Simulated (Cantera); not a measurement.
**Carbon deposition, reforming and gasification: C₂H₄ + H₂O + N₂**

A closed system holds: 1 mol C₂H₄, 0.043 mol H₂O, 46 mol N₂, equilibrated at 2702 °C and 0.0500 bar.

These are equilibrium values from Cantera (NASA tables, ideal gas, pure condensed phases), not measurements of a reactor. Candidate condensed phases: C, C₆H₆, C₇H₈, C₈H₁₈, H₂O; 136 gas species. The numbers say what is thermodynamically allowed, not how fast it happens.

```json
{
  "x(N₂)": "0.909",
  "x(H)": "0.0527",
  "x(HCN)": "0.0128",
  "x(CN)": "0.0104",
  "x(H₂)": "0.00651",
  "x(C₃)": "0.00313",
  "x(HNC)": "0.00237",
  "x(CO)": "0.000862",
  "x(C)": "0.000693",
  "gas_amount": "49.88 mol",
  "log10 activity of C(graphite) (absent)": "-0.06"
}
```
